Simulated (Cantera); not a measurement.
Source: NASA polynomial tables (part measured, part estimated), evaluated in Cantera. Values are per mole of reaction as written; species without (g) are pure solids or liquids, kept so even where they would boil at 1 bar.

**Question.** Between 625 and 925 K, where is each reaction favourable under standard conditions?
- 2 NiS2 = S2(g) + 2 NiS
- CS2(g) + Ni = NiS2 + C

**Answer.** 
- 2 NiS2 = S2(g) + 2 NiS: ΔG° is 98 kJ at 625 K and 38 kJ at 925 K; it stays positive (K < 1). ΔH° is 222 kJ and ΔS° 198 J/K at 925 K.
- CS2(g) + Ni = NiS2 + C: ΔG° is -130 kJ at 625 K and -75 kJ at 925 K; it stays negative (K > 1). ΔH° is -243 kJ and ΔS° -182 J/K at 925 K.
